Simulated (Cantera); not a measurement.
A perfectly stirred reactor is fed with 0.115 % CO, 1.34 % O2, 2.50 % H2O, 96.0 % N2, equivalence ratio 0.043, at 0.870 bar; it is held at 1425 K, and followed from long to short residence time.

Detailed kinetics in Cantera: GRI-Mech 3.0 (53 species, 325 reactions).

### Question
Predict: x(CO) at τ = 0.470 s; x(O2) at τ = 0.470 s; x(H2O) at τ = 0.470 s; x(H2O2) at τ = 0.470 s; x(NO) at τ = 0.470 s; x(CO) at τ = 37.0 ms; x(O2) at τ = 37.0 ms; x(H2O) at τ = 37.0 ms; x(H2O2) at τ = 37.0 ms; x(NO) at τ = 37.0 ms.

### Answer
```json
{
  "x(CO) at τ = 0.470 s": "1.92e-5",
  "x(O2) at τ = 0.470 s": "0.0129",
  "x(H2O) at τ = 0.470 s": "0.0250",
  "x(H2O2) at τ = 0.470 s": "7.00e-9",
  "x(NO) at τ = 0.470 s": "8.76e-8",
  "x(CO) at τ = 37.0 ms": "0.000104",
  "x(O2) at τ = 37.0 ms": "0.0129",
  "x(H2O) at τ = 37.0 ms": "0.0249",
  "x(H2O2) at τ = 37.0 ms": "2.57e-8",
  "x(NO) at τ = 37.0 ms": "5.29e-8"
}
```
